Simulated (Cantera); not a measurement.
**Equilibrium for silicon oxide and oxynitride deposition: SiH2Cl2 + O2**

A closed system holds: 1 mol SiH2Cl2, a varied amount of O2, equilibrated at 1252 °C and 0.290 bar.

These are equilibrium values from Cantera (NASA tables, ideal gas, pure condensed phases), not measurements of a reactor. Candidate condensed phases: H2O, Si, SiO2; 30 gas species. The tables hold silica as quartz up to 1696 K and as liquid above; real silica turns to tridymite and cristobalite and melts near 1996 K. Gases not in the tables: Si(OH)4. Kinetics and transport are ignored.

```csv
n(O2) (mol),x O2,x HCl,x H2O,x Cl2,x Cl,n SiO2(β-quartz)
1.3,0.102,0.762,0.0610,0.0471,0.0278,1.00
4.4,0.616,0.296,0.0385,0.0278,0.0213,1.00
7.6,0.758,0.182,0.0258,0.0173,0.0169,1.00
11,0.826,0.129,0.0192,0.0121,0.0141,1.00
14,0.860,0.102,0.0158,0.00949,0.0125,1.00
17,0.883,0.0843,0.0134,0.00774,0.0113,1.00
20,0.899,0.0718,0.0117,0.00650,0.0103,1.00
23,0.912,0.0625,0.0104,0.00558,0.00956,1.00
```
x: gas mole fraction; n: condensed amount in mol.

From 1.3 mol O2 to 23 mol O2 the condensed part is SiO2(β-quartz).
